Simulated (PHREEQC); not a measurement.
## Nickel, zinc or cadmium bath: speciation

Make-up at 20 °C: 0.0023 mol NiSO4, 0.00044 mol H3BO3 and 0.00024 mol MgSO4 per kg of water. Closed to the air; pH follows from the charge balance.

Computed with PHREEQC (ion-association model, wateq4f.dat).

No solid was allowed to form.

Question: Predict the pH, ionic strength.

Answer: pH 6.24; ionic strength 0.00855 mol/kgw.

Question: In which forms is Mg present?

Answer: Mg+2 83 %, MgSO4 17 % of the Mg.
